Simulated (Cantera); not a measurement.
Input: 1 mol SiHCl3, 0.1 mol C2H2, 11 mol H2, held at 1.10 mbar.

These are equilibrium values from Cantera (NASA tables, ideal gas, pure condensed phases), not measurements of a reactor. Candidate condensed phases: C, C6H6, C7H8, C8H18, Si, SiC; 109 gas species. The tables' values for SiCl, SiCl3 are old estimates; treat these amounts as uncertain. Gases not in the tables: Si2H6 and higher silanes. The numbers say what is thermodynamically allowed, not how fast it happens.

### Question
At 1877 °C, list the 5 most abundant gas species with their mole fractions, and the condensed phases.

### Answer
H2 0.664, HCl 0.157, H 0.104, Si 0.0366, Cl 0.0179. Condensed: SiC(s).
